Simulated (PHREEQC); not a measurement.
Make-up at 25 °C: 0.19 mol H2SO4, 0.00029 mol ZnSO4 and 0.099 mol MnSO4 per kg of water. Closed to the air; pH follows from the charge balance.

Model: ion-association model, wateq4f.dat, run in PHREEQC.

No solid was allowed to form.

Problem. What pH, activity of water does the model give?

Solution. pH 0.88; activity of water 0.991.

Problem. In which forms is S present?

Solution. HSO4- 72 %, SO4-2 17 %, MnSO4 11 % of the S.
